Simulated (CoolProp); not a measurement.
Saturation properties of methanol (Tc = 513.4 K, pc = 8216 kPa, ω = 0.565).

Model: reference Helmholtz-energy equation of state, de Reuck 1993, in CoolProp.

```
T (K)  p (kPa)  enthalpy of vaporisation (kJ/kg)  surface tension (mN/m)  vapour viscosity (µPa s)  liquid conductivity (mW/(m K))
-----  -------  --------------------------------  ----------------------  ------------------------  ------------------------------
297.1    16.08                              1171                    22.2                      9.59                             200
313.2    35.60                              1145                    20.9                      10.1                             197
329.4    72.62                              1117                    19.5                      10.6                             194
345.6    137.5                              1085                    18.1                      11.0                             191
361.8    244.4                              1050                    16.7                      11.5                             188
377.9    409.9                              1010                    15.1                      11.9                             185
394.1    658.1                             963.2                    13.5                      12.4                             182
410.3     1014                             909.3                    11.8                      12.8                             179
426.4     1505                             846.8                    10.1                      13.2                             176
442.6     2171                             774.5                    8.20                      13.6                             173
```

It boils at 337.6 K under 1 atm.

Viscosity comes from a separate model (Xiang 2006). Thermal conductivity comes from a separate model (Sykioti 2013). Surface tension comes from a separate correlation (Mulero 2012).
